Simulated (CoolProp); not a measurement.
Computed with CoolProp (reference Helmholtz-energy equation of state, Lemmon 2006). It is a short technical equation, of lower accuracy than the large ones.

For nitrous oxide, give the phase and the cp (kJ/(kg K)), cv (kJ/(kg K)) at 373.3 K and 1.01 bar.


- 373.3 K and 1.01 bar: gas; cp 0.950, cv 0.759
